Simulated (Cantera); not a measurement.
## Adiabatic ignition

An adiabatic, constant-volume homogeneous reactor starts with C3H8 : O2 : N2 : CO2 = 1 : 12.5 : 47 : 14 (molar parts), equivalence ratio 0.40, at 1675 K and 4.93 atm.

Computed with Cantera and GRI-Mech 3.0 (53 species, 325 reactions).

```json
[
 {"t (s)": "7.00e-6", "T (K)": "1858", "P (bar)": "5.71", "x C3H8": "0.000111", "x O2": "0.139", "x CO2": "0.183", "x HCN": "5.14e-8", "x CH2": "2.25e-5", "x CO": "0.0184", "x H2O": "0.0229"},
 {"t (s)": "1.43e-5", "T (K)": "2162", "P (bar)": "6.67", "x C3H8": "<1e-12", "x O2": "0.108", "x CO2": "0.192", "x HCN": "2.12e-10", "x CH2": "1.63e-12", "x CO": "0.0291", "x H2O": "0.0471"},
 {"t (s)": "2.90e-5", "T (K)": "2281", "P (bar)": "6.99", "x C3H8": "<1e-12", "x O2": "0.104", "x CO2": "0.204", "x HCN": "7.49e-12", "x CH2": "<1e-12", "x CO": "0.0179", "x H2O": "0.0486"},
 {"t (s)": "5.91e-5", "T (K)": "2363", "P (bar)": "7.20", "x C3H8": "<1e-12", "x O2": "0.102", "x CO2": "0.214", "x HCN": "3.76e-12", "x CH2": "<1e-12", "x CO": "0.00994", "x H2O": "0.0498"},
 {"t (s)": "0.000120", "T (K)": "2400", "P (bar)": "7.30", "x C3H8": "<1e-12", "x O2": "0.101", "x CO2": "0.218", "x HCN": "2.42e-12", "x CH2": "<1e-12", "x CO": "0.00626", "x H2O": "0.0504"},
 {"t (s)": "0.000245", "T (K)": "2406", "P (bar)": "7.31", "x C3H8": "<1e-12", "x O2": "0.100", "x CO2": "0.219", "x HCN": "2.22e-12", "x CH2": "<1e-12", "x CO": "0.00564", "x H2O": "0.0506"},
 {"t (s)": "0.000499", "T (K)": "2405", "P (bar)": "7.31", "x C3H8": "<1e-12", "x O2": "0.100", "x CO2": "0.219", "x HCN": "2.27e-12", "x CH2": "<1e-12", "x CO": "0.00562", "x H2O": "0.0506"},
 {"t (s)": "0.00102", "T (K)": "2405", "P (bar)": "7.31", "x C3H8": "<1e-12", "x O2": "0.0999", "x CO2": "0.219", "x HCN": "2.36e-12", "x CH2": "<1e-12", "x CO": "0.00560", "x H2O": "0.0506"},
 {"t (s)": "0.00207", "T (K)": "2403", "P (bar)": "7.30", "x C3H8": "<1e-12", "x O2": "0.0995", "x CO2": "0.219", "x HCN": "2.52e-12", "x CH2": "<1e-12", "x CO": "0.00557", "x H2O": "0.0506"},
 {"t (s)": "0.00421", "T (K)": "2400", "P (bar)": "7.29", "x C3H8": "<1e-12", "x O2": "0.0988", "x CO2": "0.219", "x HCN": "2.78e-12", "x CH2": "<1e-12", "x CO": "0.00550", "x H2O": "0.0506"},
 {"t (s)": "0.00857", "T (K)": "2395", "P (bar)": "7.28", "x C3H8": "<1e-12", "x O2": "0.0976", "x CO2": "0.219", "x HCN": "3.10e-12", "x CH2": "<1e-12", "x CO": "0.00539", "x H2O": "0.0507"},
 {"t (s)": "0.0175", "T (K)": "2389", "P (bar)": "7.26", "x C3H8": "<1e-12", "x O2": "0.0961", "x CO2": "0.219", "x HCN": "3.36e-12", "x CH2": "<1e-12", "x CO": "0.00525", "x H2O": "0.0507"},
 {"t (s)": "0.0355", "T (K)": "2385", "P (bar)": "7.24", "x C3H8": "<1e-12", "x O2": "0.0950", "x CO2": "0.219", "x HCN": "3.48e-12", "x CH2": "<1e-12", "x CO": "0.00516", "x H2O": "0.0507"},
 {"t (s)": "0.0724", "T (K)": "2384", "P (bar)": "7.24", "x C3H8": "<1e-12", "x O2": "0.0947", "x CO2": "0.219", "x HCN": "3.50e-12", "x CH2": "<1e-12", "x CO": "0.00514", "x H2O": "0.0508"},
 {"t (s)": "0.147", "T (K)": "2384", "P (bar)": "7.24", "x C3H8": "<1e-12", "x O2": "0.0947", "x CO2": "0.219", "x HCN": "3.50e-12", "x CH2": "<1e-12", "x CO": "0.00514", "x H2O": "0.0508"},
 {"t (s)": "0.300", "T (K)": "2384", "P (bar)": "7.24", "x C3H8": "<1e-12", "x O2": "0.0947", "x CO2": "0.219", "x HCN": "3.50e-12", "x CH2": "<1e-12", "x CO": "0.00514", "x H2O": "0.0508"}
]
```
x: mole fraction; the columns are a selection and need not sum to one.

```json
{
  "time_of_steepest_temperature_rise": "7.57 µs",
  "temperature at 0.300 s": "2384 K",
  "equilibrium_temperature": "2384 K",
  "x(C3H8) at 0.300 s": "<1e-12 (gas-phase equilibrium <1e-12)",
  "x(O2) at 0.300 s": "0.0947 (gas-phase equilibrium 0.0947)",
  "x(CO2) at 0.300 s": "0.219 (gas-phase equilibrium 0.219)"
}
```
